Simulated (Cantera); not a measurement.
What does this Cantera script print?

```python
import numpy as np
import cantera as ct

gas = ct.Solution("h2o2.yaml")
gas.TPX = 1373, 2200, {'H2': 0.22, 'O2': 1, 'N2': 0.3}
inlet = ct.Reservoir(gas, clone=True)

reactor = ct.IdealGasConstPressureReactor(gas, energy="off", clone=False)
exhaust = ct.Reservoir(gas, clone=True)
tau = [20, 6.7, 2.3, 0.77, 0.26, 0.09, 0.031, 0.011, 0.0036][0]
for a, b in ((inlet, reactor), (reactor, exhaust)):
    ct.MassFlowController(a, b, mdot=lambda t: reactor.mass / tau)
net = ct.ReactorNet([reactor])
show = ['H2', 'O2', 'HO2', 'OH', 'H2O2', 'H2O']

rows = []
print(f"{'tau/s':>10s}{'T/K':>9s}" + "".join(f"{s:>11s}" for s in show))
for tau in [20, 6.7, 2.3, 0.77, 0.26, 0.09, 0.031, 0.011, 0.0036]:
    net.initial_time = 0.0
    net.advance(30 * tau)
    before = gas.X
    net.advance(40 * tau)
    drift = np.max(np.abs(gas.X - before) / (gas.X + 1e-9))
    rows.append([gas.T, *gas[show].X, drift])
    print(f"{tau:10.3e}{gas.T:9.1f}" + "".join(f"{x:11.3e}" for x in gas[show].X))
```

Output:

```
     tau/s      T/K         H2         O2        HO2         OH       H2O2        H2O
 2.000e+01   1373.0  5.315e-05  6.305e-01  5.667e-07  1.036e-03  3.867e-08  1.554e-01
 6.700e+00   1373.0  1.099e-04  6.300e-01  1.014e-06  1.497e-03  5.847e-08  1.550e-01
 2.300e+00   1373.0  2.220e-04  6.291e-01  1.702e-06  2.139e-03  8.498e-08  1.544e-01
 7.700e-01   1373.0  4.519e-04  6.274e-01  2.694e-06  3.069e-03  1.205e-07  1.534e-01
 2.600e-01   1373.0  9.010e-04  6.241e-01  3.891e-06  4.356e-03  1.634e-07  1.515e-01
 9.000e-02   1373.0  1.721e-03  6.182e-01  5.067e-06  6.033e-03  2.085e-07  1.479e-01
 3.100e-02   1373.0  3.128e-03  6.079e-01  5.976e-06  8.089e-03  2.464e-07  1.414e-01
 1.100e-02   1373.0  5.113e-03  5.939e-01  6.391e-06  1.013e-02  2.652e-07  1.315e-01
 3.600e-03   1373.0  7.851e-03  5.797e-01  6.405e-06  1.189e-02  2.710e-07  1.194e-01
```

Computed with Cantera and the H2/O2 subset of GRI-Mech 3.0, which has no nitrogen chemistry. Radical loss at walls, strong at low pressure, is not modelled. The temperature is held fixed by assumption; the heat of reaction is taken as removed at once.
